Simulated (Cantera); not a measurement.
An isothermal, constant-pressure homogeneous reactor starts with H₂ : O₂ : N₂ = 0.78 : 1 : 1 (molar parts), equivalence ratio 0.39, at 1175 K and 0.470 bar.

Detailed kinetics in Cantera: GRI-Mech 3.0 (53 species, 325 reactions). The temperature is held fixed by assumption; the heat of reaction is taken as removed at once.

One state of this run: x H₂ = 0.0111; x O₂ = 0.256; x NO = 2.44e-6; x H = 0.00403; x O = 0.00404; x N₂O = 3.25e-8. x: mole fraction; the columns are a selection and need not sum to one.

Problem. Which value of t (s) does it belong to?
A) 0.000103
B) 9.00e-6
C) 0.00117
D) 0.0453

Solution. A, 0.000103
